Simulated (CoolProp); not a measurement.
Hydrogen chloride at 298.15 K and 9.39 MPa is throttled through a valve to 3.48 MPa with no heat exchange. Each further row changes one setting.

Model: reference Helmholtz-energy equation of state, Thol 2018, in CoolProp.

```tsv
case	temperature change (K)	final phase	final density (kg/m³)
as stated	___	___	464
outlet pressure 1.04 MPa	-56.1	two-phase, vapour fraction 0.288	72.1
outlet pressure 4.52 MPa	-2.5	___	824
```

Some entries are withheld; supply them.


- as stated, temperature change (K): -13.2
- as stated, final phase: two-phase, vapour fraction 0.087
- outlet pressure 4.52 MPa, final phase: liquid
